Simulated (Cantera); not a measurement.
Feed: 1 mol (CH3)2SiCl2, 130 mol H2, held at 2248.15 K and 92.0 mbar.

Method: chemical equilibrium by Gibbs-energy minimisation in Cantera with the NASA 1993 tables (ideal gas, pure condensed phases). Candidate condensed phases: C, C6H6, C7H8, C8H18, Si, SiC; 109 gas species. The feed counts by its element totals alone. The tables' values for SiCl are old estimates; treat these amounts as uncertain. Gases not in the tables: Si2H6 and higher silanes. The numbers say what is thermodynamically allowed, not how fast it happens.

Base state: H2 0.957, H 0.0237, HCl 0.0143, C2H2 (acetylene) 0.00317, Si 0.000784, Cl 0.000257, SiH 9.39e-5, SiC2 9.01e-5 (mole fractions); condensed: C(graphite) + SiC(s).

What changes in the equilibrium state with this change: pressure from 92.0 mbar to 0.410 bar?


```json
[
 {"species": "H2", "before": "0.957", "after": "0.970"},
 {"species": "HCl", "before": "0.0143", "after": "0.0146"},
 {"species": "H", "before": "0.0237", "after": "0.0113"},
 {"species": "Si", "before": "0.000784", "after": "0.000176"},
 {"species": "CH4", "before": "2.00e-5", "after": "9.17e-5"},
 {"species": "SiC2", "before": "9.01e-5", "after": "2.02e-5"},
 {"species": "Si2C", "before": "5.40e-5", "after": "1.21e-5"},
 {"species": "CH3", "before": "9.42e-6", "after": "2.03e-5"},
 {"species": "C(graphite), mol", "before": "0.263", "after": "0.158"},
 {"species": "SiC(s), mol", "before": "0.836", "after": "0.949"}
]
```
